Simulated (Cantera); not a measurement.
An adiabatic, constant-pressure homogeneous reactor starts with CH₄ : O₂ : N₂ : H₂O = 1 : 1.18 : 4.42 : 0.72 (molar parts), at 1100 K and 4.93 atm. Integrator tolerance rtol = 1e-08.

Computed with Cantera and GRI-Mech 3.0 (53 species, 325 reactions).

**Question.** What does this change do: initial temperature 1100 to 1625 K?

**Answer.** 
```json
[
 {"quantity": "time of steepest temperature rise", "before": "53.1 ms", "after": "0.162 ms"},
 {"quantity": "temperature at 0.100 s", "before": "2262 K", "after": "2678 K"},
 {"quantity": "equilibrium temperature", "before": "2262 K", "after": "2678 K"},
 {"quantity": "x(CH₄) at 0.100 s", "before": "1.30e-10 (gas-phase equilibrium 1.48e-10)", "after": "2.04e-11 (gas-phase equilibrium 2.33e-11)"},
 {"quantity": "x(O₂) at 0.100 s", "before": "2.25e-6 (gas-phase equilibrium 2.25e-6)", "after": "0.000153 (gas-phase equilibrium 0.000153)"},
 {"quantity": "x(H₂O) at 0.100 s", "before": "0.222 (gas-phase equilibrium 0.222)", "after": "0.220 (gas-phase equilibrium 0.220)"},
 {"quantity": "x(C₂H₄) at 0.100 s", "before": "<1e-12 (gas-phase equilibrium <1e-12)", "after": "<1e-12 (gas-phase equilibrium <1e-12)"},
 {"quantity": "x(N₂O) at 0.100 s", "before": "4.12e-9 (gas-phase equilibrium 4.07e-9)", "after": "7.12e-8 (gas-phase equilibrium 7.12e-8)"},
 {"quantity": "x(OH) at 0.100 s", "before": "0.000363 (gas-phase equilibrium 0.000363)", "after": "0.00397 (gas-phase equilibrium 0.00397)"},
 {"quantity": "x(CH₂) at 0.100 s", "before": "<1e-12 (gas-phase equilibrium <1e-12)", "after": "3.25e-12 (gas-phase equilibrium 3.54e-12)"}
]
```

**Question.** What does this change do: pressure from 4.93 atm to 2.76 atm?

**Answer.** 
```json
[
 {"quantity": "time of steepest temperature rise", "before": "53.1 ms", "after": "not reached"},
 {"quantity": "temperature at 0.100 s", "before": "2262 K", "after": "1151 K"},
 {"quantity": "equilibrium temperature", "before": "2262 K", "after": "2259 K"},
 {"quantity": "x(CH₄) at 0.100 s", "before": "1.30e-10 (gas-phase equilibrium 1.48e-10)", "after": "0.128 (gas-phase equilibrium 4.69e-11)"},
 {"quantity": "x(O₂) at 0.100 s", "before": "2.25e-6 (gas-phase equilibrium 2.25e-6)", "after": "0.154 (gas-phase equilibrium 3.87e-6)"},
 {"quantity": "x(H₂O) at 0.100 s", "before": "0.222 (gas-phase equilibrium 0.222)", "after": "0.106 (gas-phase equilibrium 0.222)"},
 {"quantity": "x(C₂H₄) at 0.100 s", "before": "<1e-12 (gas-phase equilibrium <1e-12)", "after": "0.000333 (gas-phase equilibrium <1e-12)"},
 {"quantity": "x(N₂O) at 0.100 s", "before": "4.12e-9 (gas-phase equilibrium 4.07e-9)", "after": "2.06e-9 (gas-phase equilibrium 3.97e-9)"},
 {"quantity": "x(OH) at 0.100 s", "before": "0.000363 (gas-phase equilibrium 0.000363)", "after": "1.17e-7 (gas-phase equilibrium 0.000475)"},
 {"quantity": "x(CH₂) at 0.100 s", "before": "<1e-12 (gas-phase equilibrium <1e-12)", "after": "3.38e-11 (gas-phase equilibrium <1e-12)"}
]
```
